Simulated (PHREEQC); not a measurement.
0.83 g of hydrous ferric oxide (600 m²/g; 0.2 weak and 0.005 strong sites per Fe, Dzombak-Morel constants, diffuse double layer) in 1 kg of water with 0.3 mol/kgw of an inert sodium salt and 2e-06 mol PbCl2, at 25 °C; the pH is set by adding NaOH or the inert anion's acid. O2 is buffered at 0.21 atm. CO2 from the air is kept out. Nothing may precipitate in this run.

All values are PHREEQC results (ion-association model, wateq4f.dat), not measurements.

```
pH    Pb sorbed (%)  surface charge σ (C/m²)  surface potential ψ (mV)
----  -------------  -----------------------  ------------------------
4              73.9                    0.349                       123
4.5            96.2                    0.318                         …
5              99.5                    0.269                       110
5.5            99.9                    0.211                        98
6             100.0                    0.154                         …
6.5           100.0                    0.106                        65
7             100.0                    0.066                         …
7.5           100.0                    0.034                        26
8             100.0                    0.006                         5
8.5           100.0                        …                       -17
9             100.0                   -0.051                       -37
9.5           100.0                   -0.087                       -57
10            100.0                   -0.131                       -75
10.5          100.0                        …                       -91
11            100.0                   -0.244                      -105
11.5          100.0                        …                      -115
12            100.0                   -0.339                      -120
```

Question: Complete the blanks.

Answer: 
- 4.5, surface potential ψ (mV): 118
- 6, surface potential ψ (mV): 83
- 7, surface potential ψ (mV): 46
- 8.5, surface charge σ (C/m²): -0.021
- 10.5, surface charge σ (C/m²): -0.185
- 11.5, surface charge σ (C/m²): -0.299
